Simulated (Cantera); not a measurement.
**Adiabatic ignition**

An adiabatic, constant-pressure homogeneous reactor starts with CH4 : H2 : O2 : N2 = 1 : 0.2 : 2.66 : 9.99 (molar parts), at 1500 K and 5330 Torr.

Cantera simulation using GRI-Mech 3.0 (53 species, 325 reactions); the numbers are that mechanism's predictions, not measurements.

| t (s) | T (K) | x CH4 | x H2 | x O2 | x HO2 | x NO | x CH2CO | x CO2 |
|---|---|---|---|---|---|---|---|---|
| 2.00e-6 | 1500 | 0.0722 | 0.0144 | 0.192 | 1.09e-6 | <1e-12 | <1e-12 | 1.16e-11 |
| 5.16e-6 | 1500 | 0.0722 | 0.0144 | 0.192 | 2.74e-6 | <1e-12 | <1e-12 | 2.47e-10 |
| 1.33e-5 | 1500 | 0.0722 | 0.0144 | 0.192 | 7.03e-6 | <1e-12 | 1.96e-11 | 1.23e-8 |
| 3.44e-5 | 1503 | 0.0714 | 0.0143 | 0.192 | 2.16e-5 | 3.07e-12 | 6.19e-8 | 1.74e-6 |
| 8.87e-5 | 1595 | 0.0570 | 0.0159 | 0.179 | 0.000241 | 3.12e-10 | 9.92e-5 | 0.000169 |
| 0.000229 | 2784 | <1e-12 | 0.00533 | 0.0430 | 1.65e-5 | 0.00321 | <1e-12 | 0.0568 |
| 0.000591 | 2775 | <1e-12 | 0.00534 | 0.0402 | 1.54e-5 | 0.00925 | <1e-12 | 0.0569 |
| 0.00152 | 2769 | <1e-12 | 0.00534 | 0.0382 | 1.46e-5 | 0.0136 | <1e-12 | 0.0569 |
| 0.00394 | 2768 | <1e-12 | 0.00535 | 0.0379 | 1.45e-5 | 0.0142 | <1e-12 | 0.0569 |
| 0.0102 | 2768 | <1e-12 | 0.00535 | 0.0379 | 1.45e-5 | 0.0142 | <1e-12 | 0.0569 |
| 0.0262 | 2768 | <1e-12 | 0.00535 | 0.0379 | 1.45e-5 | 0.0142 | <1e-12 | 0.0569 |
| 0.0676 | 2768 | <1e-12 | 0.00535 | 0.0379 | 1.45e-5 | 0.0142 | <1e-12 | 0.0569 |
| 0.175 | 2768 | <1e-12 | 0.00535 | 0.0379 | 1.45e-5 | 0.0142 | <1e-12 | 0.0569 |
| 0.450 | 2768 | <1e-12 | 0.00535 | 0.0379 | 1.45e-5 | 0.0142 | <1e-12 | 0.0569 |
| 1.16 | 2768 | <1e-12 | 0.00535 | 0.0379 | 1.45e-5 | 0.0142 | <1e-12 | 0.0569 |
| 3.00 | 2768 | <1e-12 | 0.00535 | 0.0379 | 1.45e-5 | 0.0142 | <1e-12 | 0.0569 |
x: mole fraction; the columns are a selection and need not sum to one.

The time of steepest temperature rise is 0.103 ms and the temperature at 3.00 s is 2768 K. The equilibrium temperature is 2768 K and the x(CH4) at 3.00 s is <1e-12 (gas-phase equilibrium <1e-12). The x(H2) at 3.00 s is 0.00535 (gas-phase equilibrium 0.00535) and the x(O2) at 3.00 s comes out as 0.0379 (gas-phase equilibrium 0.0379).
